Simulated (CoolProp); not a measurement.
The fluid at 293.15 K and 6.5 MPa is throttled through a valve to 0.866 MPa with no heat exchange. The same conditions are run with several fluids, on thermodynamics alone (safety and materials aside).

Values from CoolProp's reference Helmholtz-energy equation of state of each fluid (R1132(E): Akasaka 2024; carbonyl sulfide: Lemmon 2006; n-hexane: Thol 2019; cyclopropane: Polt 1992; cyclopentane: Gedanitz 2015). The equations of Platzer and Polt are older, rougher fits.

```csv
fluid,temperature change (K),final phase,final density (kg/m³)
R1132(E),-18.1,"two-phase, vapour fraction 0.129",185
carbonyl sulfide,-10.0,"two-phase, vapour fraction 0.055",323
n-hexane,+2.3,liquid,658
cyclopropane,+1.2,liquid,625
cyclopentane,+2.6,liquid,744
```
